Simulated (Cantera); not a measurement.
## Low-pressure radical oxidation in H2/O2

An isothermal, constant-pressure homogeneous reactor starts with H₂ : O₂ = 0.0084 : 1 (molar parts), equivalence ratio 0.0042, at 950 K and 2.25 Torr.

Cantera simulation using the H2/O2 subset of GRI-Mech 3.0, which has no nitrogen chemistry; the numbers are that mechanism's predictions, not measurements. Radical loss at walls, strong at low pressure, is not modelled.

```tsv
t (s)	x H₂	x O₂	x H	x H₂O	x HO₂	x H₂O₂
0.000300	0.00833	0.992	1.08e-12	<1e-12	1.28e-12	<1e-12
0.00102	0.00833	0.992	2.68e-12	<1e-12	4.35e-12	<1e-12
0.00344	0.00833	0.992	5.94e-12	5.10e-12	1.47e-11	<1e-12
0.0116	0.00833	0.992	2.60e-11	1.07e-10	5.04e-11	<1e-12
0.0393	0.00833	0.992	1.64e-9	1.17e-8	2.35e-10	<1e-12
0.133	0.00463	0.989	0.000706	0.00301	9.79e-7	3.01e-8
0.451	2.98e-5	0.987	0.000397	0.00800	5.29e-7	3.22e-9
1.52	1.25e-5	0.989	0.000112	0.00822	3.71e-7	3.15e-9
5.16	2.50e-6	0.991	1.04e-5	0.00832	1.75e-7	2.89e-9
17.5	2.92e-7	0.992	4.50e-7	0.00835	5.30e-8	2.07e-9
59.1	3.10e-8	0.992	1.68e-8	0.00836	1.15e-8	9.90e-10
200	3.99e-9	0.992	8.25e-10	0.00836	2.16e-9	3.29e-10
```
x: mole fraction; the columns are a selection and need not sum to one.

Equilibrium at this temperature and pressure: H₂ 2.81e-12, O₂ 0.992, H <1e-12, H₂O 0.00836, HO₂ 8.70e-11, H₂O₂ <1e-12 (gas phase only).
